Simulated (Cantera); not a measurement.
Input (Python, Cantera):

```python
import numpy as np
import cantera as ct

gas = ct.Solution("gri30.yaml")
gas.TPX = 1148, 101325, {'C3H8': 1, 'O2': 10.6, 'N2': 40}
reactor = ct.IdealGasConstPressureReactor(gas, energy="on", clone=False)
net = ct.ReactorNet([reactor])
net.rtol, net.atol = 1e-08, 1e-16
show = ['C3H8', 'O2', 'CH3', 'CH2', 'CH4', 'NO2']
times = np.geomspace(2e-06, 3, 13)

steps = ct.SolutionArray(gas, extra=["t"])
rows = []
print(f"{'t/s':>10s}{'T/K':>9s}{'P/Pa':>11s}" + "".join(f"{s:>11s}" for s in show))
for t in times:
    while net.time < t:
        t_next = net.step()
        steps.append(gas.state, t=t_next)
    rows.append([np.interp(t, steps.t, y) for y in (steps.T, steps.P, *steps(*show).X.T)])
    print(f"{t:10.3e}{rows[-1][0]:9.1f}{rows[-1][1]:11.4g}" + "".join(f"{x:11.3e}" for x in rows[-1][2:]))
rate = np.gradient(steps.T, steps.t)
print("integrator steps:", len(steps.t))
if steps.T.max() > steps.T[0] + 200:
    print(f"time of steepest temperature rise: {steps.t[rate.argmax()]:.4e} s")
gas.TPX = 1148, 101325, {'C3H8': 1, 'O2': 10.6, 'N2': 40}
gas.equilibrate("HP")
print(f"equilibrium (HP): T = {gas.T:.1f} K  " + "  ".join(f"{s} {gas[s].X[0]:.3e}" for s in show))
```

It prints:

```
       t/s      T/K       P/Pa       C3H8         O2        CH3        CH2        CH4        NO2
 2.000e-06   1148.0  1.013e+05  1.938e-02  2.054e-01  4.438e-08  8.054e-17  5.252e-11  4.592e-29
 6.542e-06   1148.0  1.013e+05  1.938e-02  2.054e-01  1.541e-07  1.412e-15  5.845e-10  3.424e-26
 2.140e-05   1148.0  1.013e+05  1.938e-02  2.054e-01  5.396e-07  8.370e-15  6.719e-09  5.047e-24
 6.999e-05   1148.0  1.013e+05  1.938e-02  2.054e-01  1.844e-06  6.761e-14  7.597e-08  3.103e-22
 2.289e-04   1148.0  1.013e+05  1.937e-02  2.054e-01  6.687e-06  1.161e-12  8.890e-07  2.140e-20
 7.489e-04   1147.9  1.013e+05  1.931e-02  2.054e-01  2.058e-05  1.134e-11  1.055e-05  2.059e-18
 2.449e-03   1148.1  1.013e+05  1.905e-02  2.052e-01  2.269e-05  1.400e-11  6.023e-05  4.951e-17
 8.012e-03   1149.6  1.013e+05  1.798e-02  2.045e-01  2.655e-05  2.868e-11  2.748e-04  1.252e-15
 2.621e-02   2156.2  1.013e+05 -3.646e-55  1.056e-01  5.757e-21  1.833e-21  9.600e-22  1.783e-07
 8.572e-02   2154.5  1.013e+05 -2.314e-57  1.052e-01  5.565e-21  1.761e-21  9.343e-22  1.009e-06
 2.804e-01   2149.7  1.013e+05  3.107e-59  1.041e-01  5.073e-21  1.577e-21  8.644e-22  3.225e-06
 9.172e-01   2142.9  1.013e+05  2.260e-59  1.024e-01  4.424e-21  1.333e-21  7.699e-22  6.424e-06
 3.000e+00   2141.0  1.013e+05  2.070e-59  1.020e-01  4.258e-21  1.271e-21  7.454e-22  7.300e-06
integrator steps: 2167
time of steepest temperature rise: 1.6887e-02 s
equilibrium (HP): T = 2141.0 K  C3H8 4.299e-59  O2 1.020e-01  CH3 6.783e-21  CH2 2.819e-21  CH4 1.187e-21  NO2 7.305e-06
```

Computed with Cantera and GRI-Mech 3.0 (53 species, 325 reactions). GRI-Mech 3.0 was tuned for natural gas; its chemistry of propane as a main component is partial and can be far from experiment.
